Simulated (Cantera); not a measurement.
Mixture: CH₄ : C₂H₆ : C₃H₈ : O₂ : N₂ = 1 : 0.19 : 1.3 : 8.33 : 23.3 (molar parts), equivalence ratio 1.1, at 34000 Pa, adiabatic and at constant pressure. Ignition delay is the time to a rise of 400 K.

Cantera simulation using GRI-Mech 3.0 (53 species, 325 reactions); the numbers are that mechanism's predictions, not measurements. GRI-Mech 3.0 was tuned for natural gas; its chemistry of propane as a main component is partial and can be far from experiment.

**Question.** What does this change do: 2.7 parts CO2 added?

**Answer.** 
| quantity | before | after |
|---|---|---|
| delay at 1150 K | 18.8 ms | 20.8 ms |
| delay at 1250 K | 2.96 ms | 3.26 ms |
| delay at 1350 K | 0.689 ms | 0.756 ms |
| delay at 1450 K | 0.232 ms | 0.254 ms |
| delay at 1550 K | 0.104 ms | 0.113 ms |
| delay at 1650 K | 56.9 µs | 61.7 µs |
| apparent activation energy between 1450 and 1650 K | 140 kJ/mol | 140 kJ/mol |
